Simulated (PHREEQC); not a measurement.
## Buffer (model solution)

Solution (20 °C): 0.0077 mol/kgw KH2PO4, 0.00045 mol/kgw K2HPO4 and 0.029 mol/kgw KCl. Closed to the air; pH follows from the charge balance.

Model: ion-association model, phreeqc.dat, run in PHREEQC.

```yaml
pH: 5.75
ionic_strength: 0.0380 mol/kgw
specific_conductance: 4130 µS/cm
total_alkalinity: 0.450 meq/kg
```

```csv
species,molality,activity,log γ
K+,0.0376,0.0313,-0.080
Cl-,0.0290,0.0242,-0.079
H2PO4-,0.00769,0.00650,-0.073
HPO4-2,0.000438,0.000220,-0.299
KHPO4-,1.59e-5,1.34e-5,-0.073
H+,2.06e-6,1.78e-6,-0.063
H3PO4,1.59e-6,1.61e-6,0.004
```

This is a speciation only: nothing precipitates in the calculation.
